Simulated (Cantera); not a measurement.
What does this Cantera script print?

```python
import numpy as np
import cantera as ct

gas_names = [...]  # 109 gases of nasa_gas.yaml made of C, Cl, H, Si
cond_names = """
    C(gr) C6H6(L) C7H8(L) C8H18(L),n-octa Si(cr) Si(L) SiC(b)
""".split()


# ... load() reads the species with a 1 bar reference pressure and builds the phases ...
atoms = {
    '(CH3)2SiCl2': {'C': 2, 'H': 6, 'Si': 1, 'CL': 2},
    'H2': {'H': 2},
}
top_T = {'C(gr)': 4500, 'SiC(b)': 3050}  # K; cautious upper limits of use, not melting points


# ... equilibrate(T, P, feed) seeds the gas with the atoms and calls Mixture.equilibrate('TP', solver="vcs", rtol=1e-11, max_steps=5000) ...
results = []
feed = {'(CH3)2SiCl2': 1, 'H2': 2}  # mol
P = 13332.2  # Pa
for T in [1525, 1625, 1725, 1825, 1925, 2025, 2125, 2225, 2325, 2425]:
    mix = equilibrate(T, P, feed)
    results.append((T, P, feed, dict(zip(mix.species_names, mix.species_moles))))

top = {s: max(r[3][s] / sum(r[3][g] for g in gas_names) for r in results) for s in gas_names}
cols = sorted((s for s in top if top[s] > 1e-05), key=lambda s: -top[s])[:6]
seen = [c for c in cond_names if any(r[3].get(c, 0) > 1e-12 for r in results)]
print("log10 of partial pressures in bar; condensed amounts in mol")
print(f"{'T/K':>10s}" + "".join(f"{s[:9]:>10s}" for s in cols + seen))
for T, P, feed, n in results:
    ng = sum(n[g] for g in gas_names)
    print(f"{T:10.4g}" + "".join(f"{np.log10(max(n[s] / ng * P / 1e5, 1e-99)):10.3f}" for s in cols)
          + "".join(f"{n.get(c, 0):10.4g}" for c in seen))
```

It prints:

```
log10 of partial pressures in bar; condensed amounts in mol
       T/K        H2       HCL         H     SiCL2        CL C2H2,acet     C(gr)    SiC(b)
      1525    -1.045    -1.373    -5.149    -3.282    -5.572    -5.963     1.037    0.9616
      1625    -1.046    -1.374    -4.674    -3.100    -5.107    -5.495     1.044    0.9552
      1725    -1.045    -1.379    -4.253    -2.950    -4.699    -5.080     1.056    0.9432
      1825    -1.044    -1.387    -3.878    -2.824    -4.339    -4.712      1.07    0.9275
      1925    -1.042    -1.396    -3.541    -2.717    -4.018    -4.382     1.087    0.9094
      2025    -1.042    -1.407    -3.237    -2.627    -3.731    -4.085     1.103    0.8895
      2125    -1.042    -1.420    -2.961    -2.551    -3.473    -3.818     1.118    0.8678
      2225    -1.044    -1.435    -2.711    -2.488    -3.241    -3.577     1.132    0.8434
      2325    -1.049    -1.454    -2.483    -2.439    -3.032    -3.359     1.144    0.8119
      2425    -1.058    -1.478    -2.276    -2.403    -2.844    -3.165     1.161    0.7608
```

Equilibrium computed with Cantera from the NASA thermochemical tables; the gas is ideal and each condensed phase is pure. The feed counts by its element totals alone. The tables' values for SiCl, SiCl3 are old estimates; treat these amounts as uncertain. Gases not in the tables: Si2H6 and higher silanes.
